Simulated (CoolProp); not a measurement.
Methane along the isotherm -58.65 °C: Z from the reference equation and from simpler models built on Tc = -82.6 °C, pc = 45.99 bar, ω = 0.011; each cubic takes its own stable root.

Values from CoolProp's reference Helmholtz-energy equation of state, Setzmann 1991.

```csv
p (bar),phase,reference
0.364,gas,0.9981
0.614,gas,0.9969
1.04,gas,0.9947
1.75,gas,0.9910
2.95,gas,0.9848
4.98,gas,0.9742
8.4,gas,0.9561
14.2,gas,0.9244
23.9,gas,0.8684
40.4,gas,0.7622
68.1,supercritical,0.5425
115,supercritical,0.4440
```

Task: How far does each simpler model (van der Waals, Redlich-Kwong, Peng-Robinson) lie from the reference over these 12 states: mean and median of the absolute difference, and the worst?

Result: 
- van der Waals: mean 2.3 %, median 0.1 %, worst +19.3 % at -58.65 °C and 115 bar
- Redlich-Kwong: mean 1.0 %, median 0.1 %, worst +9.1 % at -58.65 °C and 115 bar
- Peng-Robinson: mean 1.0 %, median 0.5 %, worst -3.5 % at -58.65 °C and 40.4 bar
